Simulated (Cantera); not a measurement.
A closed system holds: 1 mol SiH4, 0.71 mol O2, 11 mol H2, 4.6 mol NO, equilibrated at 1648.15 K and 9.30 Pa.

Cantera equilibrium calculation (NASA polynomials, part measured and part estimated; ideal gas, pure solids and liquids). Candidate condensed phases: H2O, Si, SiO2, Si2N2O, Si3N4; 35 gas species. The tables hold silica as quartz up to 1696 K and as liquid above; real silica turns to tridymite and cristobalite and melts near 1996 K. Kinetics and transport are ignored.

Base state: H2 0.578, H2O 0.263, N2 0.149, H 0.00703, SiO 0.00198, OH 0.000144 (mole fractions); condensed: SiO2(β-quartz).

Question: What changes in the equilibrium state with this change: 0.24 mol CO2 added?

Answer: 
| species | before | after |
|---|---|---|
| H2 | 0.578 | 0.556 |
| H2O | 0.263 | 0.272 |
| N2 | 0.149 | 0.147 |
| CO | 0 | 0.0133 |
| SiO | 0.00198 | 0.00184 |
| CO2 | 0 | 0.00204 |
| OH | 0.000144 | 0.000152 |
| SiO2(β-quartz), mol | 0.970 | 0.971 |
Further candidate phases: C, C6H6, C7H8, C8H18, SiC.
